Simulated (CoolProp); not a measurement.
Properties of chlorine along the isobar 4.63 MPa.

Computed with CoolProp (reference Helmholtz-energy equation of state, Thol 2021).

```
T (K)   phase  density (kg/m³)  cv (kJ/(kg K))  fugacity coefficient
-----  ------  ---------------  --------------  --------------------
306.3  liquid             1379          0.4850                0.1993
312.1  liquid             1361          0.4843                0.2273
317.9  liquid             1342          0.4837                0.2576
323.7  liquid             1322          0.4832                0.2901
329.6  liquid             1302          0.4829                0.3256
335.4  liquid             1281          0.4828                0.3627
341.2  liquid             1260          0.4830                0.4021
347    liquid             1238          0.4835                0.4435
352.8  liquid             1214          0.4844                0.4869
358.7  liquid             1189          0.4860                0.5330
364.5  liquid             1162          0.4884                0.5801
370.3  liquid             1133          0.4918                0.6287
376.1  liquid             1102          0.4969                0.6786
381.9  liquid             1066          0.5043                0.7297
387.8     gas            155.0          0.5234                0.7561
393.6     gas            146.2          0.5098                0.7687
```
